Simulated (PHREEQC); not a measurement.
A made-up water analysis in mg/L, 20 °C, pH 3.07, pe 10:

| constituent | mg/L |
|---|---|
| Na | 12.2 |
| K | 32.3 |
| Ca | 64.9 |
| Mg | 6.61 |
| Cl | 19.6 |
| S(6) as SO4 | 301 |
| Zn | 0.56 |
| O(0) (dissolved oxygen) | 0.534 |
| Li | 0.0109 |

Valence states are taken as typed.

Model: ion-association model, phreeqc.dat, run in PHREEQC.

### Question
The ionic strength comes out as 0.00992 mol/kgw. What activity coefficients do Cl-, Zn+2, K+, Ca+2, HSO4- get?

### Answer
Cl- 0.90, Zn+2 0.67, K+ 0.90, Ca+2 0.67, HSO4- 0.90.

This is a speciation only: nothing precipitates in the calculation. Complexes and solids missing from the database can't appear.
